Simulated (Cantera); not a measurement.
An isothermal, constant-pressure homogeneous reactor starts with CH4 : H2 = 1 : 43 (molar parts), at 1473 K and 20.0 Torr. Integrator tolerance rtol = 1e-08.

Cantera simulation using GRI-Mech 3.0 (53 species, 325 reactions); the numbers are that mechanism's predictions, not measurements. GRI-Mech 3.0 stops at C3 and has no aromatics, soot or wall deposition, so with more carbon than oxygen in the feed, carbon stays in small species such as C2H2 where larger ones or solid carbon would form. Radical loss at walls, strong at low pressure, is not modelled.

```csv
quantity,before,after
x(CH4) at 90.0 s,0.0110 (gas-phase equilibrium 0.00292),0.0188 (gas-phase equilibrium 0.00527)
x(H2) at 90.0 s,0.983 (gas-phase equilibrium 0.987),0.953 (gas-phase equilibrium 0.960)
x(C2H) at 90.0 s,6.60e-10 (gas-phase equilibrium 1.20e-9),3.20e-9 (gas-phase equilibrium 4.29e-9)
x(C2H4) at 90.0 s,5.79e-5 (gas-phase equilibrium 9.37e-5),0.000270 (gas-phase equilibrium 0.000323)
x(CH3) at 90.0 s,1.64e-5 (gas-phase equilibrium 4.62e-6),2.75e-5 (gas-phase equilibrium 8.46e-6)
x(C2H2) at 90.0 s,0.00565 (gas-phase equilibrium 0.00959),0.0277 (gas-phase equilibrium 0.0340)
x(H) at 90.0 s,7.24e-5 (gas-phase equilibrium 7.75e-5),6.93e-5 (gas-phase equilibrium 7.65e-5)
```

What was changed between the two runs?
A) temperature 1473 to 1600 K
B) CH4 1 to 3.7 parts
C) temperature 1473 to 1850 K
D) pressure from 20.0 Torr to 0.105 Torr

B, CH4 1 to 3.7 parts
